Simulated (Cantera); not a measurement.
A closed system holds: 1 mol Pb, 0.24 mol CO, 0.77 mol N₂, equilibrated at 8.25 Torr.

These are equilibrium values from Cantera (NASA tables, ideal gas, pure condensed phases), not measurements of a reactor. Candidate condensed phases: C, Pb, PbO, PbO₂, Pb₃O₄; 27 gas species. Kinetics and transport are ignored.

log p: log10 of the partial pressure in bar; n: condensed amount in mol.

| T (K) | log p N₂ | log p Pb | log p CO | log p CO₂ | log p Pb₂ | log p C₂N₂ | n C(graphite) | n Pb(l) |
|---|---|---|---|---|---|---|---|---|
| 898 | -2.07 | -5.89 | -2.59 | … | -12.13 | <-13 | 0.00349 | 1.000 |
| 998 | -2.08 | -4.81 | -2.58 | … | -10.32 | <-13 | 0.000368 | 0.999 |
| 1098 | -2.08 | -3.93 | -2.59 | … | -8.86 | <-13 | 5.66e-5 | 0.989 |
| 1198 | -2.10 | -3.20 | -2.61 | … | -7.64 | -13.31 | 0 | 0.939 |
| 1298 | -2.19 | -2.59 | -2.70 | … | -6.62 | -12.35 | 0 | 0.694 |
| 1398 | -2.38 | -2.26 | -2.88 | … | -6.14 | -11.63 | 0 | 0 |
| 1498 | -2.38 | -2.26 | -2.88 | … | -6.29 | -10.85 | 0 | 0 |
| 1598 | -2.38 | -2.26 | -2.88 | … | -6.42 | -10.17 | 0 | 0 |

**Question.** Some entries are withheld; supply them.

**Answer.** 
- 898, log p CO₂: -4.42
- 998, log p CO₂: -5.40
- 1098, log p CO₂: -6.21
- 1198, log p CO₂: -6.93
- 1298, log p CO₂: -7.67
- 1398, log p CO₂: -8.52
- 1498, log p CO₂: -8.93
- 1598, log p CO₂: -9.29
